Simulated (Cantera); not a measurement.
Charge: 1 mol MgO, 23 mol HBr, 59 mol N2, at 1377 °C and 0.0398 Torr.

Cantera equilibrium calculation (NASA polynomials, part measured and part estimated; ideal gas, pure solids and liquids). The numbers say what is thermodynamically allowed, not how fast it happens.

```
species       before    after
-----------  -------  -------
N2             0.655    0.713
HBr           0.0656    0.235
Br             0.171   0.0193
H2            0.0820  0.00968
MgBr2        0.00872   0.0119
H2O           0.0111   0.0119
Mg           0.00128    <1e-9
MgBr         0.00111  2.06e-7
H            0.00357  1.66e-6
OH           2.18e-5  1.42e-8
Br2          4.06e-6  1.78e-5
MgO(s), mol        0   0.0112
```
Gas species are given as mole fractions.

Problem. Which change was made?
(A) HBr from 23 to 5.9 mol
(B) temperature from 1377 °C to 1500 °C
(C) temperature from 1377 °C to 902 °C
(D) temperature from 1377 °C to 1200 °C

Solution. C, temperature from 1377 °C to 902 °C
